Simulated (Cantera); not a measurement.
Charge: 1 mol FeS, 1 mol O₂, 34 mol N₂, equilibrated at 975 K and 1300 Pa.

Method: chemical equilibrium by Gibbs-energy minimisation in Cantera with the NASA 1993 tables (ideal gas, pure condensed phases). Candidate condensed phases: Fe, FeO, FeS, FeSO₄, FeS₂, Fe₂O₃, Fe₂(SO₄)₃, Fe₃O₄, S; 19 gas species. FeS: taken at fixed stoichiometry. Gases not in the tables: S₃ to S₇. Kinetics and transport are ignored.

Base state: N₂ 0.982, SO₂ 0.0158, S₂ 0.00187, S₂O 2.25e-5 (mole fractions); condensed: FeS(s) + Fe₃O₄(s).

Problem. What changes in the equilibrium state with this change: temperature from 975 K to 1375 K?

Solution. 
| species | before | after |
|---|---|---|
| N₂ | 0.982 | 0.978 |
| SO₂ | 0.0158 | 0.0142 |
| S₂ | 0.00187 | 0.00706 |
| SO | 3.51e-6 | 0.000363 |
| S₂O | 2.25e-5 | 5.03e-5 |
| FeS(s), mol | 0.321 | 0 |
| Fe₃O₄(s), mol | 0.226 | 0 |
| FeO(s), mol | 0 | 1.000 |
The tables' stoichiometric FeO is somewhat more stable than real wüstite, so its field is too wide. FeO: taken at fixed stoichiometry.

Problem. What changes in the equilibrium state with this change: temperature from 975 K to 1273.15 K?

Solution. 
| species | before | after |
|---|---|---|
| N₂ | 0.982 | 0.978 |
| SO₂ | 0.0158 | 0.0143 |
| S₂ | 0.00187 | 0.00712 |
| SO | 3.51e-6 | 0.000156 |
| S₂O | 2.25e-5 | 5.22e-5 |
| FeS(s), mol | 0.321 | 0 |
| Fe₃O₄(s), mol | 0.226 | 0 |
| FeO(s), mol | 0 | 1.00 |
The tables' stoichiometric FeO is somewhat more stable than real wüstite, so its field is too wide. FeO: taken at fixed stoichiometry.
